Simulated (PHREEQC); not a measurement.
PHREEQC input (ion-association model, phreeqc.dat):

```
SOLUTION_MASTER_SPECIES
  Amm  AmmH+  0  AmmH  17.031  # ammonia with no redox link, constants of NH4+
SOLUTION_SPECIES
  AmmH+ = AmmH+
    -log_k 0
    -gamma 2.5 0
    -dw 1.98e-9
  AmmH+ = Amm + H+
    -log_k -9.252
    -delta_h 12.48 kcal
    -analytic 0.6322 -0.001225 -2835.76
    -dw 2.28e-9
  AmmH+ + SO4-2 = AmmHSO4-
    -log_k 1.11
PHASES
  Amm(g)
    Amm = Amm
    -log_k 1.7966
    -analytic -18.758 3.3670e-4 2.5113e3 4.8619 39.192
    -T_c 405.6
    -P_c 111.3
    -Omega 0.25
EXCHANGE_SPECIES
  AmmH+ + X- = AmmHX
    -log_k 0.6
    -gamma 2.5 0
    -delta_h -2.4
SOLUTION 0
  temp 40
  units mmol/kgw
  pH 7 charge
  Cl 170.83
  Ca 0.41
  S(6) 15
  Amm 30
  Mg 85
  O(0) 1 O2(g) -0.68
SOLUTION 1-30
  temp 40
  units mmol/kgw
  pH 7 charge
  Cl 48.01
  Na 48
  O(0) 1 O2(g) -0.68
END
EXCHANGE 1-30
  X 0.23
  -equilibrate 1
END
SELECTED_OUTPUT 1
  -reset false
  -pH true
  -pe true
  -ionic_strength true
  -water true
  -step true
  -totals Amm Ca Cl Mg Na S S(-2) S(6)
  -molalities MgX2 NaX AmmHX CaX2
  -saturation_indices Gypsum Halite
PRINT
  -reset false
TRANSPORT
  -cells 30
  -shifts 150
  -lengths 0.00666667
  -time_step 720
  -dispersivities 0.016
  -boundary_conditions flux flux
  -correct_disp true
  -punch_cells 30
  -punch_frequency 5
END
# ... the last block is repeated for the other 30 points of pore volumes
```

Selected output (columns that matter, 18 of 31 rows; pore volumes added in front):

```
pore volumes	pH	mu	Amm	Ca	Cl	Mg	Na	S	m_MgX2	m_NaX	m_CaX2	si_Gypsum	si_Halite
0	5.0693	0.04801	0	0	0.04801	0	0.048	0	0	0.23	0	-1000	-4.3937
0.35	5.071	0.048639	0	0	0.04848	0	0.048584	5.7356e-05	0	0.23	0	-1000	-4.3851
0.6833	5.1426	0.082661	6.3146e-14	0	0.074044	0	0.080393	0.0031795	0	0.23	0	-1000	-4.0216
0.85	5.1876	0.11458	3.9497e-10	7.7328e-27	0.098277	2.5409e-19	0.11055	0.0061391	9.1526e-18	0.23	4.7828e-25	-24.758	-3.7862
1.1833	5.239	0.16669	4.9758e-06	4.0734e-16	0.13823	3.986e-10	0.16025	0.011018	6.4846e-09	0.22997	1.1675e-14	-13.924	-3.5074
1.5167	5.2544	0.19279	0.00054664	8.3151e-10	0.15839	3.1795e-05	0.18473	0.013481	0.00037221	0.22675	1.73e-08	-7.5825	-3.3984
1.85	5.1838	0.20877	0.0079814	9.0377e-06	0.16645	0.017978	0.15141	0.014465	0.057966	0.095177	5.0702e-05	-3.6386	-3.4678
2.0167	5.1379	0.22441	0.012815	4.4562e-05	0.16827	0.041147	0.10244	0.014688	0.079134	0.048594	0.00014603	-3.0568	-3.6368
2.35	5.0972	0.24662	0.019386	0.00014329	0.16998	0.068048	0.043991	0.014896	0.09182	0.017182	0.0003243	-2.6554	-4.0056
2.6833	5.0798	0.25623	0.023375	0.00022564	0.17055	0.078849	0.018948	0.014966	0.094895	0.0069541	0.00045335	-2.4951	-4.3725
3.0167	5.0708	0.26002	0.025834	0.0002836	0.17074	0.083034	0.0082369	0.014989	0.09553	0.0029504	0.00054378	-2.4096	-4.7348
3.1833	5.0679	0.26091	0.026689	0.00030522	0.17078	0.084005	0.0054463	0.014994	0.095535	0.0019388	0.00057829	-2.381	-4.9145
3.5167	5.0641	0.26176	0.027901	0.00033773	0.17081	0.084916	0.0023916	0.014998	0.09534	0.00084559	0.0006315	-2.3401	-5.2721
3.85	5.0618	0.26203	0.028665	0.00035992	0.17082	0.085187	0.0010549	0.014999	0.095088	0.00037184	0.00066899	-2.3135	-5.6276
4.1833	5.0604	0.26208	0.029149	0.00037519	0.17083	0.085226	0.00046675	0.015	0.09487	0.00016429	0.00069544	-2.2957	-5.9817
4.35	5.0599	0.26208	0.029321	0.00038096	0.17083	0.085213	0.00031074	0.015	0.094781	0.00010933	0.00070557	-2.2891	-6.1584
4.6833	5.0592	0.26205	0.029567	0.00038977	0.17083	0.085168	0.0001379	0.015	0.094642	4.8498e-05	0.00072122	-2.2791	-6.5112
5.0167	5.0587	0.26202	0.029724	0.0003959	0.17083	0.085121	6.1274e-05	0.015	0.094545	2.1545e-05	0.00073222	-2.2722	-6.8635
```

Constants without temperature data keep their 25 °C values here.
